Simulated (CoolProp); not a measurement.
Vapour-liquid equilibrium of propylene (1) + R142b (2) at 245.2 K; x and y are mole fractions of (1).

Computed with CoolProp (multi-fluid Helmholtz-energy mixture model, Lemmon 2013 and Lemmon 2006; pair parameters Bell 2016).

Q: Give the bubble pressure and the first vapour's composition at x = 0.15, 0.55, 0.75. Is there an azeotrope?

A: x = 0.15: 78.28 kPa, y = 0.512; x = 0.55: 156.9 kPa, y = 0.856; x = 0.75: 189.0 kPa, y = 0.925. No azeotrope shows between x = 0.05 and 0.95.

Pair parameters are fitted to limited data, so mixtures are less certain than the pure fluids.
